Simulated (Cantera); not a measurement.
n-butane + H2 (carbon deposition, reforming and gasification)

A closed system holds: 1 mol n-butane, 0.4 mol H2, equilibrated at 660000 Pa.

Cantera equilibrium calculation (NASA polynomials, part measured and part estimated; ideal gas, pure solids and liquids). Candidate condensed phases: C, C6H6, C7H8, C8H18; 76 gas species. The numbers say what is thermodynamically allowed, not how fast it happens.

```
T (K)   x H2     x CH4       x H  x C2H2 (acetylene)    x C4H2     x C2H  n C(graphite)
-----  -----  --------  --------  ------------------  --------  --------  -------------
1175   0.898     0.102   4.52e-8             5.72e-8    <1e-12    <1e-12           3.50
1375   0.969    0.0309   1.31e-6             1.72e-6  1.15e-12    <1e-12           3.84
1575   0.988    0.0117   1.61e-5             2.09e-5  1.70e-10    <1e-12           3.94
1775   0.994   0.00546  0.000112            0.000142   7.94e-9  1.26e-10           3.97
1975   0.996   0.00297  0.000531            0.000647   1.68e-7   5.93e-9           3.98
2175   0.994   0.00181   0.00189             0.00222   2.01e-6   1.36e-7           3.97
2375   0.987   0.00120   0.00545             0.00613   1.56e-5   1.84e-6           3.93
2575   0.971  0.000831    0.0133              0.0143   8.69e-5   1.64e-5           3.84
2775   0.941  0.000592    0.0283              0.0289  0.000368  0.000105           3.67
2975   0.892  0.000420    0.0537              0.0516   0.00124  0.000515           3.38
```
x: gas mole fraction; n: condensed amount in mol.

From 1175 K to 2975 K the condensed part is C(graphite). The main C-bearing gas is CH4 at 1175 K and C2H2 (acetylene) at 2975 K. The share of C in condensed phases is highest at 1975 K (99.4 %) and lowest at 2975 K (84.6 %).
